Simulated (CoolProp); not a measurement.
A simple Rankine cycle with dimethyl ether: condensing at 295.15 K, boiler at 2.32 MPa, turbine inlet 370.1 K, turbine efficiency 0.85, pump efficiency 0.6, no recuperator. Each further row changes one setting.

The numbers come from the reference Helmholtz-energy equation of state, Wu 2011 in CoolProp.

```tsv
case	thermal efficiency (%)	net work (kJ/kg)	heat in (kJ/kg)	turbine exit temperature (K)	volume ratio over the turbine
as stated	12.0	57.6	481	306.2	4.24
turbine inlet 390.1 K	12.3	64.4	524	328.3	4.14
condensing temperature 287.15 K	13.5	67.3	500	297.3	5.33
boiler pressure 1.62 MPa	9.6	48.5	503	325.0	2.88
turbine efficiency 0.75	10.5	50.3	481	310.6	4.33
```
